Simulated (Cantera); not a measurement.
Input: 1 mol Si2H6, 0.36 mol NO.

Equilibrium computed with Cantera from the NASA thermochemical tables; the gas is ideal and each condensed phase is pure. Candidate condensed phases: H2O, Si, SiO2, Si2N2O, Si3N4; 35 gas species. The feed counts by its element totals alone. Mutual solubility and eutectic melting of coexisting phases are not modelled. Rates play no part.

Problem. What condenses at these points (T in K, P in Pa): (1923, 100000); (1898, 100000); (2073, 5); (2048, 26); (1948, 19000); (2048, 3700)?

Solution. 
| T (K) | P in Pa | condensed phases | Si condensed (%) |
|---|---|---|---|
| 1923 | 100000 | Si + Si2N2O | 90.7 |
| 1898 | 100000 | Si + Si2N2O | 90.8 |
| 2073 | 5 | gas only | 0.0 |
| 2048 | 26 | Si | 0.3 |
| 1948 | 19000 | Si | 82.0 |
| 2048 | 3700 | Si | 81.6 |
